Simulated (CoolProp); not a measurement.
Vapour pressure (bar) of R21: the reference equation beside estimates from Tc = 452.7 K, pc = 52.89 bar, ω = 0.206.

The numbers come from the reference Helmholtz-energy equation of state, Platzer 1990 in CoolProp. This equation is an older, rougher fit; its heat capacities, sound speeds and derivatives of the liquid may be far off and weren't checked against measurements.

```
T (K)  reference  Lee-Kesler  Soave-Redlich-Kwong
-----  ---------  ----------  -------------------
274.1     0.7378      0.7275               0.7318
292.1      1.475       1.460                1.463
310.1      2.690       2.673                2.672
328.1      4.551       4.535                4.534
346        7.226       7.213                7.228
364        10.94       10.93                10.99
382        15.89       15.89                16.04
400        22.31       22.33                22.61
417.9      30.42       30.49                30.88
435.9      40.69       40.83                41.20
```

Absolute difference from the reference over all 10 rows, mean and median: Lee-Kesler 0.4 and 0.3 %, Soave-Redlich-Kwong 0.8 and 0.8 %.
